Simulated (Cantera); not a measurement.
An adiabatic, constant-pressure homogeneous reactor starts with 15.6 % H2, 17.8 % O2, 66.6 % N2, at 1700 K and 0.415 atm.

Model: the H2/O2 subset of GRI-Mech 3.0, which has no nitrogen chemistry, integrated in Cantera.

x: mole fraction; the columns are a selection and need not sum to one.

| t (s) | T (K) | x H2 | x O2 | x HO2 | x H2O2 | x O | x H2O |
|---|---|---|---|---|---|---|---|
| 3.00e-6 | 1700 | 0.156 | 0.178 | 1.83e-6 | 1.84e-8 | 1.01e-6 | 2.86e-6 |
| 7.89e-6 | 1700 | 0.156 | 0.178 | 5.04e-6 | 8.06e-8 | 2.96e-5 | 0.000128 |
| 2.08e-5 | 1735 | 0.0347 | 0.111 | 1.48e-5 | 6.00e-7 | 0.0301 | 0.0861 |
| 5.46e-5 | 1885 | 0.0183 | 0.0973 | 1.10e-5 | 3.42e-7 | 0.0376 | 0.107 |
| 0.000144 | ___ | ___ | 0.0964 | ___ | ___ | ___ | ___ |
| 0.000378 | 2346 | 0.0114 | 0.0973 | 5.39e-6 | 1.13e-7 | 0.0200 | 0.133 |
| 0.000994 | 2528 | 0.00659 | 0.0996 | 8.05e-6 | 1.92e-7 | 0.0110 | 0.146 |
| 0.00262 | 2558 | 0.00569 | 0.100 | 9.31e-6 | 2.42e-7 | 0.00943 | 0.148 |
| 0.00688 | 2558 | 0.00569 | 0.100 | 9.32e-6 | 2.42e-7 | 0.00942 | 0.148 |
| 0.0181 | 2558 | 0.00569 | 0.100 | 9.32e-6 | 2.42e-7 | 0.00942 | 0.148 |
| 0.0476 | 2558 | 0.00569 | 0.100 | 9.32e-6 | 2.42e-7 | 0.00942 | 0.148 |
| 0.125 | 2558 | 0.00569 | 0.100 | 9.32e-6 | 2.42e-7 | 0.00942 | 0.148 |
| 0.330 | 2558 | 0.00569 | 0.100 | 9.32e-6 | 2.42e-7 | 0.00942 | 0.148 |
| 0.867 | 2558 | 0.00569 | 0.100 | 9.32e-6 | 2.42e-7 | 0.00942 | 0.148 |
| 2.28 | 2558 | 0.00569 | 0.100 | 9.32e-6 | 2.42e-7 | 0.00942 | 0.148 |
| 6.00 | 2558 | 0.00569 | 0.100 | 9.32e-6 | 2.42e-7 | 0.00942 | 0.148 |

**Question.** What belongs in the gaps?

**Answer.** 
- 0.000144, T (K): 2101
- 0.000144, x H2: 0.0160
- 0.000144, x HO2: 7.40e-6
- 0.000144, x H2O2: 1.73e-7
- 0.000144, x O: 0.0305
- 0.000144, x H2O: 0.119
